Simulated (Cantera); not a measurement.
A perfectly stirred reactor is fed with 10.1 % CO, 11.1 % H2, 16.5 % O2, 62.3 % N2, at 360000 Pa; it is adiabatic with a 823 K inlet, and is followed from long to short residence time, starting on the burning branch (τ in s: 0.021, 0.011, 0.0056, 0.0029, 0.0015, 0.00079, 0.00041, 0.00021, 0.00011, 5.8e-05, 3e-05).

Cantera simulation using GRI-Mech 3.0 (53 species, 325 reactions); the numbers are that mechanism's predictions, not measurements. The hydrogen kinetics of GRI-Mech 3.0 are dated; newer H2 mechanisms differ, most at raised pressure.

x: mole fraction; the columns are a selection and need not sum to one.

```json
[
 {"τ (s)": "0.021", "T (K)": "2350", "x CO": "0.00398", "x H2": "0.000754", "x O2": "0.0648", "x N2O": "8.78e-7", "x NO": "0.00411", "x O": "0.000965"},
 {"τ (s)": "0.011", "T (K)": "2349", "x CO": "0.00429", "x H2": "0.000806", "x O2": "0.0656", "x N2O": "8.99e-7", "x NO": "0.00278", "x O": "0.00104"},
 {"τ (s)": "0.0056", "T (K)": "2345", "x CO": "0.00485", "x H2": "0.000902", "x O2": "0.0663", "x N2O": "9.38e-7", "x NO": "0.00172", "x O": "0.00116"},
 {"τ (s)": "0.0029", "T (K)": "2335", "x CO": "0.00582", "x H2": "0.00107", "x O2": "0.0669", "x N2O": "9.97e-7", "x NO": "0.00106", "x O": "0.00137"},
 {"τ (s)": "0.0015", "T (K)": "2317", "x CO": "0.00745", "x H2": "0.00136", "x O2": "0.0677", "x N2O": "1.07e-6", "x NO": "0.000654", "x O": "0.00174"},
 {"τ (s)": "0.00079", "T (K)": "2289", "x CO": "0.00987", "x H2": "0.00182", "x O2": "0.0686", "x N2O": "1.11e-6", "x NO": "0.000411", "x O": "0.00234"},
 {"τ (s)": "0.00041", "T (K)": "2247", "x CO": "0.0133", "x H2": "0.00250", "x O2": "0.0700", "x N2O": "1.10e-6", "x NO": "0.000251", "x O": "0.00328"},
 {"τ (s)": "0.00021", "T (K)": "2189", "x CO": "0.0179", "x H2": "0.00345", "x O2": "0.0717", "x N2O": "1.02e-6", "x NO": "0.000149", "x O": "0.00464"},
 {"τ (s)": "0.00011", "T (K)": "2117", "x CO": "0.0232", "x H2": "0.00461", "x O2": "0.0739", "x N2O": "(withheld)", "x NO": "9.35e-5", "x O": "0.00635"},
 {"τ (s)": "5.8e-5", "T (K)": "2031", "x CO": "0.0295", "x H2": "0.00596", "x O2": "0.0767", "x N2O": "(withheld)", "x NO": "6.47e-5", "x O": "0.00835"},
 {"τ (s)": "3.0e-5", "T (K)": "1924", "x CO": "0.0376", "x H2": "0.00759", "x O2": "0.0807", "x N2O": "(withheld)", "x NO": "4.75e-5", "x O": "0.0105"}
]
```

Q: Fill in the missing entries.

A: 
- 0.00011, x N2O: 9.17e-7
- 5.8e-5, x N2O: 8.06e-7
- 3.0e-5, x N2O: 6.97e-7
